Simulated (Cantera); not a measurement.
SiH₂Cl₂ + Cl₂ + N₂ (silicon epitaxy and polysilicon growth)

Charge: 1 mol SiH₂Cl₂, 0.31 mol Cl₂, 130 mol N₂, held at 0.210 bar.

Cantera equilibrium calculation (NASA polynomials, part measured and part estimated; ideal gas, pure solids and liquids). Candidate condensed phases: NH₄Cl, Si, Si₃N₄; 28 gas species. N₂ is the only nitrogen source here; it is nearly inert below about 1500 K, so the nitride shown seldom forms there in practice. The tables' values for SiCl₃ are old estimates; treat these amounts as uncertain. Equilibrium is a limit: real reactors are often held back by kinetics, nucleation or transport.

```
T (K)  log p N₂  log p HCl  log p SiCl₂  log p H₂  log p SiCl₄  log p SiCl₃  log p Cl  n Si₃N₄(s)
-----  --------  ---------  -----------  --------  -----------  -----------  --------  ----------
875       -0.68      -2.61       -10.26     -3.44        -3.37        -7.70    -11.19       0.244
975       -0.68      -2.59        -8.55     -3.50        -3.39        -6.69     -9.81       0.249
1075      -0.68      -2.58        -7.15     -3.55        -3.41        -5.88     -8.68       0.252
1175      -0.68      -2.57        -6.00     -3.59        -3.43        -5.21     -7.75       0.254
1275      -0.68      -2.57        -5.04     -3.62        -3.46        -4.66     -6.96       0.254
1375      -0.68      -2.57        -4.25     -3.63        -3.54        -4.22     -6.30       0.248
1475      -0.68      -2.57        -3.64     -3.58        -3.74        -3.96     -5.76       0.225
1575      -0.69      -2.61        -3.26     -3.45        -4.21        -3.94     -5.36       0.180
1675      -0.69      -2.67        -3.05     -3.27        -4.89        -4.13     -5.08       0.130
```
log p: log10 of the partial pressure in bar; n: condensed amount in mol.

From 875 K to 1675 K the condensed part is Si₃N₄(s). The main Si-bearing gas is SiCl₄ at 875 K and SiCl₂ at 1675 K.
